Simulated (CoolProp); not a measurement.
Vapour-liquid equilibrium of R143a (1) + n-butane (2) at 905 kPa; x and y are mole fractions of (1).

The numbers come from the multi-fluid Helmholtz-energy mixture model, Lemmon and Jacobsen 2000 and Bücker 2006; pair parameters Bell 2016 in CoolProp.

Q: Give the bubble temperature and the first vapour's composition at x = 0.05, 0.65, 0.95. Is there an azeotrope?

A: x = 0.05: 333.6 K, y = 0.275; x = 0.65: 292.0 K, y = 0.840; x = 0.95: 286.6 K, y = 0.967. No azeotrope shows between x = 0.05 and 0.95.

The pair parameters rest on a limited set of measurements; away from them the model extrapolates. With so large a gap from Raoult's law the liquid may split in two, which this calculation doesn't test in full.
